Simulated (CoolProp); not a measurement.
Vapour-liquid equilibrium of CH2F2 (R32) (1) + dimethyl ether (2) at 16.1 kPa; x and y are mole fractions of (1).

Model: multi-fluid Helmholtz-energy mixture model, Tillner-Roth 1997 and Wu 2011; pair parameters Bell 2016, in CoolProp.

```tsv
x	bubble temperature (°C)	y at the bubble point	dew temperature at overall composition x (°C)	liquid density (mol/L)
0.05	-62.2	0.164	-60.7	17.28
0.2	-67.7	0.514	-62.7	18.25
0.35	-72.1	0.712	-64.9	19.27
0.5	-75.5	0.826	-67.5	20.37
0.65	-78.0	0.896	-70.6	21.55
0.8	-79.9	0.946	-74.7	22.86
0.95	-81.6	0.987	-80.1	24.33
```

No azeotrope shows between x = 0.05 and 0.95.

The pair parameters rest on a limited set of measurements; away from them the model extrapolates. The gap from Raoult's law changes sign with composition, which may be real or a fault of the pair parameters; it wasn't checked against measurements.
